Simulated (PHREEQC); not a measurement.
Solution (20 °C): 0.0023 mol/kgw HF, 0.0021 mol/kgw Na2CO3 and 0.0016 mol/kgw NaCl. Closed to the air; pH follows from the charge balance.

Equilibrium calculation in PHREEQC: ion-association model, wateq4f.dat.

No solid was allowed to form.

### Question
Order these C species by the share of C that they hold, largest first: CO2, HCO3-, NaHCO3.

### Answer
HCO3- (90 %), CO2 (9.6 %), NaHCO3 (0.25 %)

The pH is 7.32 and the ionic strength 0.00579 mol/kgw. Species that the database lacks are ignored.
